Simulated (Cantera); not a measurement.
# Thermodynamics of silicon carbide growth, feed Si(CH3)4 + C3H8 + H2

Feed: 1 mol Si(CH3)4, 0.71 mol C3H8, 1.1 mol H2, equilibrated at 82.5 Torr.

Method: chemical equilibrium by Gibbs-energy minimisation in Cantera with the NASA 1993 tables (ideal gas, pure condensed phases). Candidate condensed phases: C, C6H6, C7H8, C8H18, Si, SiC; 87 gas species. Gases not in the tables: Si2H6 and higher silanes. The numbers say what is thermodynamically allowed, not how fast it happens.

From 925 K to 2575 K the condensed part is C(graphite) + SiC(s).

| T (K) | log p H2 | log p H | log p CH4 | log p Si | log p C2H2 (acetylene) | log p SiC2 | log p Si2C | log p SiH | n C(graphite) | n SiC(s) |
|---|---|---|---|---|---|---|---|---|---|---|
| 925 | -0.97 | -10.07 | -2.58 | <-12 | -10.87 | <-12 | <-12 | <-12 | 4.90 | 1.00 |
| 1075 | -0.96 | -8.31 | -3.27 | <-12 | -9.08 | <-12 | <-12 | <-12 | 5.08 | 1.00 |
| 1225 | -0.96 | -6.99 | -3.80 | <-12 | -7.75 | <-12 | <-12 | <-12 | 5.12 | 1.00 |
| 1375 | -0.96 | -5.94 | -4.22 | -11.76 | -6.71 | <-12 | <-12 | -11.48 | 5.12 | 1.00 |
| 1525 | -0.96 | -5.11 | -4.56 | -9.82 | -5.88 | -12.49 | -12.55 | -9.84 | 5.13 | 1.00 |
| 1675 | -0.96 | -4.41 | -4.84 | -8.23 | -5.19 | -10.41 | -10.52 | -8.49 | 5.13 | 1.000 |
| 1825 | -0.96 | -3.84 | -5.07 | -6.91 | -4.63 | -8.69 | -8.83 | -7.36 | 5.12 | 1.000 |
| 1975 | -0.96 | -3.34 | -5.26 | -5.79 | -4.15 | -7.23 | -7.40 | -6.42 | 5.12 | 1.000 |
| 2125 | -0.96 | -2.92 | -5.44 | -4.83 | -3.74 | -5.98 | -6.18 | -5.60 | 5.10 | 0.998 |
| 2275 | -0.97 | -2.56 | -5.59 | -4.00 | -3.39 | -4.90 | -5.13 | -4.90 | 5.07 | 0.987 |
| 2425 | -0.99 | -2.24 | -5.75 | -3.27 | -3.10 | -3.96 | -4.21 | -4.30 | 5.03 | 0.922 |
| 2575 | -1.03 | -1.97 | -5.93 | -2.63 | -2.86 | -3.13 | -3.40 | -3.77 | 5.07 | 0.595 |
log p: log10 of the partial pressure in bar; n: condensed amount in mol.
